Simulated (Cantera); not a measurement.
# Adiabatic ignition

An adiabatic, constant-pressure homogeneous reactor starts with 25.8 % CH₃OH, 19.3 % O₂, 52.3 % N₂, 2.58 % CO₂, at 1100 K and 428 Torr.

Model: GRI-Mech 3.0 (53 species, 325 reactions), integrated in Cantera. GRI-Mech 3.0 was tuned for natural gas; its chemistry of methanol as a main component is partial and can be far from experiment.

```
t (s)     T (K)  x CH₃OH     x O₂   x CO₂      x CO     x CH₄
--------  -----  -------  -------  ------  --------  --------
9.00e-6    1100    0.258    0.193  0.0258  8.79e-10  1.45e-10
2.28e-5    1100    0.258    0.193  0.0258   2.24e-9  8.37e-10
5.80e-5    1100    0.258    0.193  0.0258   5.69e-9   4.20e-9
0.000147   1100    0.258    0.193  0.0258   1.44e-8   1.66e-8
0.000374   1100    0.258    0.193  0.0258   3.67e-8   5.11e-8
0.000949   1100    0.258    0.193  0.0258   9.35e-8   1.39e-7
0.00241    1100    0.258    0.193  0.0258   2.39e-7   3.60e-7
0.00611    1100    0.258    0.193  0.0258   6.24e-7   9.16e-7
0.0155     1100    0.258    0.193  0.0258   1.78e-6   2.29e-6
0.0394     1100    0.258    0.193  0.0258   1.10e-5   5.58e-6
0.100      2376   <1e-12  6.83e-5  0.0537     0.160  2.39e-12
```
x: mole fraction; the columns are a selection and need not sum to one.

```
Quantity                                                            Result
---------------------------------  ---------------------------------------
time of steepest temperature rise                                  77.9 ms
temperature at 0.100 s                                              2376 K
equilibrium temperature                                             2375 K
x(CH₃OH) at 0.100 s                  <1e-12 (gas-phase equilibrium <1e-12)
x(O₂) at 0.100 s                   6.83e-5 (gas-phase equilibrium 6.75e-5)
x(CO₂) at 0.100 s                    0.0537 (gas-phase equilibrium 0.0537)
```
